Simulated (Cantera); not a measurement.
What does this Cantera script print?

```python
import numpy as np
import cantera as ct

gas = ct.Solution("gri30.yaml")
gas.TPX = 1523, 23000, {'NO': 1, 'N2': 0.91}
reactor = ct.IdealGasConstPressureReactor(gas, energy="off", clone=False)
net = ct.ReactorNet([reactor])
net.rtol, net.atol = 1e-08, 1e-18
show = ['NO', 'N2O', 'O', 'N2', 'O2']
times = np.geomspace(7e-05, 200, 9)

steps = ct.SolutionArray(gas, extra=["t"])
rows = []
print(f"{'t/s':>10s}{'T/K':>9s}{'P/Pa':>11s}" + "".join(f"{s:>11s}" for s in show))
for t in times:
    while net.time < t:
        t_next = net.step()
        steps.append(gas.state, t=t_next)
    rows.append([np.interp(t, steps.t, y) for y in (steps.T, steps.P, *steps(*show).X.T)])
    print(f"{t:10.3e}{rows[-1][0]:9.1f}{rows[-1][1]:11.4g}" + "".join(f"{x:11.3e}" for x in rows[-1][2:]))
rate = np.gradient(steps.T, steps.t)
print("integrator steps:", len(steps.t))
if steps.T.max() > steps.T[0] + 200:
    print(f"time of steepest temperature rise: {steps.t[rate.argmax()]:.4e} s")
gas.TPX = 1523, 23000, {'NO': 1, 'N2': 0.91}
gas.equilibrate("TP")
print(f"equilibrium (TP): T = {gas.T:.1f} K  " + "  ".join(f"{s} {gas[s].X[0]:.3e}" for s in show))
```

Output:

```
       t/s      T/K       P/Pa         NO        N2O          O         N2         O2
 7.000e-05   1523.0    2.3e+04  5.236e-01  5.431e-08  4.442e-08  4.764e-01  1.491e-11
 4.488e-04   1523.0    2.3e+04  5.236e-01  3.477e-07  1.221e-07  4.764e-01  3.746e-10
 2.878e-03   1523.0    2.3e+04  5.236e-01  2.206e-06  1.413e-07  4.764e-01  6.314e-09
 1.845e-02   1523.0    2.3e+04  5.235e-01  1.325e-05  2.073e-07  4.764e-01  2.152e-07
 1.183e-01   1523.0    2.3e+04  5.233e-01  5.770e-05  5.305e-07  4.765e-01  1.835e-05
 7.587e-01   1523.0    2.3e+04  5.223e-01  8.980e-05  7.628e-07  4.770e-01  4.711e-04
 4.865e+00   1523.0    2.3e+04  5.159e-01  8.751e-05  1.013e-06  4.802e-01  3.601e-03
 3.119e+01   1523.0    2.3e+04  4.785e-01  7.453e-05  1.891e-06  4.989e-01  2.218e-02
 2.000e+02   1523.0    2.3e+04  3.243e-01  3.357e-05  3.718e-06  5.760e-01  9.914e-02
integrator steps: 913
equilibrium (TP): T = 1523.0 K  NO 1.482e-03  N2O 4.187e-08  O 5.914e-06  N2 7.375e-01  O2 2.610e-01
```

Detailed kinetics in Cantera: GRI-Mech 3.0 (53 species, 325 reactions).
